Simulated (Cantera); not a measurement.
# TEOS + H2O + H2 + CO2 (silicon oxide and oxynitride deposition)

A closed system holds: 1 mol TEOS, 0.19 mol H2O, 44 mol H2, 6.2 mol CO2, held at 1.00 bar.

Cantera equilibrium calculation (NASA polynomials, part measured and part estimated; ideal gas, pure solids and liquids). Candidate condensed phases: C, C6H6, C7H8, C8H18, H2O, Si, SiC, SiO2; 123 gas species. The feed counts by its element totals alone. The tables hold silica as quartz up to 1696 K and as liquid above; real silica turns to tridymite and cristobalite and melts near 1996 K. Equilibrium is a limit: real reactors are often held back by kinetics, nucleation or transport.

```json
[
 {"T (K)": "1098", "x H2": "0.768", "x CO": "0.194", "x H2O": "0.0179", "x CH4": "0.0165", "x CO2": "0.00448", "n SiO2(β-quartz)": "1.00"},
 {"T (K)": "1148", "x H2": "0.777", "x CO": "0.200", "x H2O": "0.0121", "x CH4": "0.00888", "x CO2": "0.00263", "n SiO2(β-quartz)": "1.00"},
 {"T (K)": "1198", "x H2": "0.782", "x CO": "0.203", "x H2O": "0.00879", "x CH4": "0.00470", "x CO2": "0.00167", "n SiO2(β-quartz)": "1.00"},
 {"T (K)": "1248", "x H2": "0.784", "x CO": "0.205", "x H2O": "0.00699", "x CH4": "0.00243", "x CO2": "0.00117", "n SiO2(β-quartz)": "1.00"},
 {"T (K)": "1298", "x H2": "0.786", "x CO": "0.206", "x H2O": "0.00604", "x CH4": "0.00123", "x CO2": "0.000902", "n SiO2(β-quartz)": "1.00"},
 {"T (K)": "1348", "x H2": "0.787", "x CO": "0.207", "x H2O": "0.00558", "x CH4": "0.000613", "x CO2": "0.000748", "n SiO2(β-quartz)": "1.00"},
 {"T (K)": "1398", "x H2": "0.787", "x CO": "0.207", "x H2O": "0.00536", "x CH4": "0.000311", "x CO2": "0.000652", "n SiO2(β-quartz)": "1.000"},
 {"T (K)": "1448", "x H2": "0.787", "x CO": "0.207", "x H2O": "0.00528", "x CH4": "0.000162", "x CO2": "0.000586", "n SiO2(β-quartz)": "1.000"},
 {"T (K)": "1498", "x H2": "0.787", "x CO": "0.207", "x H2O": "0.00525", "x CH4": "8.69e-5", "x CO2": "0.000536", "n SiO2(β-quartz)": "1.000"},
 {"T (K)": "1548", "x H2": "0.787", "x CO": "0.207", "x H2O": "0.00526", "x CH4": "4.84e-5", "x CO2": "0.000496", "n SiO2(β-quartz)": "1.000"},
 {"T (K)": "1598", "x H2": "0.787", "x CO": "0.207", "x H2O": "0.00527", "x CH4": "2.79e-5", "x CO2": "0.000463", "n SiO2(β-quartz)": "1.000"},
 {"T (K)": "1648", "x H2": "0.787", "x CO": "0.207", "x H2O": "0.00530", "x CH4": "1.66e-5", "x CO2": "0.000435", "n SiO2(β-quartz)": "0.999"}
]
```
x: gas mole fraction; n: condensed amount in mol.

From 1098 K to 1648 K the condensed part is SiO2(β-quartz).
